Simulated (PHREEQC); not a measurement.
**Metal-bearing waste water (model solution)**

Make-up at 55 °C: 0.18 mol Pb(NO3)2, 0.00038 mol H3AsO4 and 0.32 mol NaF per kg of water. Closed to the air; pH follows from the charge balance.

Model: ion-association model, wateq4f.dat, run in PHREEQC.

Each row changes one thing in this solution. This is a speciation only: nothing precipitates in the calculation.

| case | pH | ionic strength (mol/kgw) | HF (mol/kgw) | Pb2OH+3 (mol/kgw) | HF2- (mol/kgw) | PbOH+ (mol/kgw) | SI of Pb(OH)2 (Pb(OH)2) | SI of Litharge (PbO) |
|---|---|---|---|---|---|---|---|---|
| as made | 5.52 | 0.532 | 0.000585 | 0.000437 | 0.000393 | 0.000113 | +1.92 | -2.48 |
| 0.0037 mol/kgw H2SO4 added | 4.61 | 0.533 | 0.00469 | 5.52e-5 | 0.00308 | 1.40e-5 | +0.10 | -4.30 |
| H3AsO4 from 0.00038 to 0.000418 mol/kgw | 5.51 | 0.532 | 0.000600 | 0.000427 | 0.000402 | 0.000110 | +1.90 | -2.50 |
| H3AsO4 from 0.00038 to 0.0038 mol/kgw | 4.91 | 0.533 | 0.00238 | 0.000110 | 0.00158 | 2.78e-5 | +0.70 | -3.70 |
| H3AsO4 left out | 5.63 | 0.532 | 0.000459 | 0.000555 | 0.000309 | 0.000144 | +2.14 | -2.27 |

Species that the database lacks are ignored. Some of these states are supersaturated (in PbF2, Pb(OH)2, Anglesite, for instance). Away from 25 °C the constants follow the database's enthalpies or fits; those with neither stay at their 25 °C values. The database has no arsenate complexes of Pb.
